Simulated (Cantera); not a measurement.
Cantera run:

```python
import numpy as np
import cantera as ct

gas_names = """
    CL CLO CL2 H HCL HOCL HO2 H2 H2O H2O2 Mg MgCL MgCL2 MgH MgO MgOH MgO2H2 Mg2 O OH O2 O3
""".split()
cond_names = """
    H2O(s) H2O(L) Mg(cr) Mg(L) MgCL2(s) MgCL2(L) MgO(s) MgO(L) MgO2H2(s)
""".split()


# ... load() reads the species with a 1 bar reference pressure and builds the phases ...
atoms = {
    'MgO': {'Mg': 1, 'O': 1},
    'HCl': {'H': 1, 'CL': 1},
    'H2': {'H': 2},
}
top_T = {}  # K; cautious upper limits of use, not melting points


# ... equilibrate(T, P, feed) seeds the gas with the atoms and calls Mixture.equilibrate('TP', solver="vcs", rtol=1e-11, max_steps=5000) ...
results = []
feed = {'MgO': 1, 'HCl': 0.25, 'H2': 0.48}  # mol
P = 22000  # Pa
for T in [1025, 1075, 1125, 1175, 1225, 1275, 1325, 1375, 1425, 1475, 1525, 1575, 1625, 1675]:
    mix = equilibrate(T, P, feed)
    results.append((T, P, feed, dict(zip(mix.species_names, mix.species_moles))))

top = {s: max(r[3][s] / sum(r[3][g] for g in gas_names) for r in results) for s in gas_names}
cols = sorted((s for s in top if top[s] > 1e-06), key=lambda s: -top[s])[:7]
seen = [c for c in cond_names if any(r[3].get(c, 0) > 1e-12 for r in results)]
print("log10 of partial pressures in bar; condensed amounts in mol")
print(f"{'T/K':>10s}" + "".join(f"{s[:9]:>10s}" for s in cols + seen))
for T, P, feed, n in results:
    ng = sum(n[g] for g in gas_names)
    print(f"{T:10.4g}" + "".join(f"{np.log10(max(n[s] / ng * P / 1e5, 1e-99)):10.3f}" for s in cols)
          + "".join(f"{n.get(c, 0):10.4g}" for c in seen))
```

Output:

```
log10 of partial pressures in bar; condensed amounts in mol
       T/K        H2       HCL       H2O     MgCL2         H        CL      MgCL  MgCL2(L)    MgO(s)
      1025    -0.839    -1.128    -3.325    -3.476    -8.781    -9.105   -12.008 0.0004602    0.9984
      1075    -0.840    -1.130    -3.231    -3.231    -8.253    -8.587   -11.169         0    0.9981
      1125    -0.840    -1.133    -3.079    -3.079    -7.772    -8.117   -10.474         0    0.9972
      1175    -0.840    -1.136    -2.941    -2.941    -7.331    -7.687    -9.839         0    0.9962
      1225    -0.840    -1.141    -2.816    -2.816    -6.926    -7.292    -9.257         0    0.9949
      1275    -0.840    -1.146    -2.703    -2.703    -6.552    -6.930    -8.722         0    0.9934
      1325    -0.840    -1.153    -2.600    -2.600    -6.206    -6.596    -8.229         0    0.9917
      1375    -0.840    -1.160    -2.507    -2.507    -5.885    -6.288    -7.772         0    0.9897
      1425    -0.840    -1.169    -2.422    -2.422    -5.586    -6.002    -7.348         0    0.9874
      1475    -0.840    -1.179    -2.344    -2.344    -5.307    -5.737    -6.954         0     0.985
      1525    -0.840    -1.189    -2.274    -2.274    -5.046    -5.491    -6.586         0    0.9824
      1575    -0.840    -1.201    -2.210    -2.211    -4.801    -5.262    -6.242         0    0.9796
      1625    -0.840    -1.213    -2.153    -2.153    -4.571    -5.048    -5.920         0    0.9766
      1675    -0.840    -1.226    -2.100    -2.100    -4.355    -4.849    -5.618         0    0.9736
```

These are equilibrium values from Cantera (NASA tables, ideal gas, pure condensed phases), not measurements of a reactor. Mutual solubility and eutectic melting of coexisting phases are not modelled.
